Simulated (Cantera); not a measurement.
Low-pressure radical oxidation in H2/O2

An isothermal, constant-pressure homogeneous reactor starts with 0.951 % H₂, 99.0 % O₂, at 1400 K and 18.0 Torr.

Cantera simulation using the H2/O2 subset of GRI-Mech 3.0, which has no nitrogen chemistry; the numbers are that mechanism's predictions, not measurements. Radical loss at walls, strong at low pressure, is not modelled.

| t (s) | x H₂ | x O₂ | x H₂O₂ | x OH | x H₂O |
|---|---|---|---|---|---|
| 2.00e-5 | 0.00951 | 0.990 | <1e-12 | 4.26e-9 | 2.24e-10 |
| 8.98e-5 | 0.00951 | 0.990 | 9.66e-12 | 3.52e-8 | 9.29e-9 |
| 0.000403 | 0.00951 | 0.990 | 1.68e-10 | 4.58e-7 | 4.24e-7 |
| 0.00181 | 0.00801 | 0.989 | 8.53e-9 | 0.000762 | 0.00107 |
| 0.00814 | 3.45e-5 | 0.982 | 1.65e-8 | 0.00124 | 0.00874 |
| 0.0366 | 2.88e-5 | 0.983 | 1.55e-8 | 0.00113 | 0.00883 |
| 0.164 | 1.48e-5 | 0.987 | 1.20e-8 | 0.000812 | 0.00908 |
| 0.737 | 2.84e-6 | 0.990 | 5.13e-9 | 0.000357 | 0.00937 |
| 3.31 | 2.76e-7 | 0.990 | 1.01e-9 | 0.000112 | 0.00950 |
| 14.9 | 3.84e-8 | 0.990 | 2.06e-10 | 4.17e-5 | 0.00953 |
| 66.8 | 2.81e-8 | 0.990 | 1.64e-10 | 3.57e-5 | 0.00954 |
| 300 | 2.81e-8 | 0.990 | 1.64e-10 | 3.57e-5 | 0.00954 |
x: mole fraction; the columns are a selection and need not sum to one.

Equilibrium at this temperature and pressure: H₂ 2.81e-8, O₂ 0.990, H₂O₂ 1.64e-10, OH 3.57e-5, H₂O 0.00954 (gas phase only).
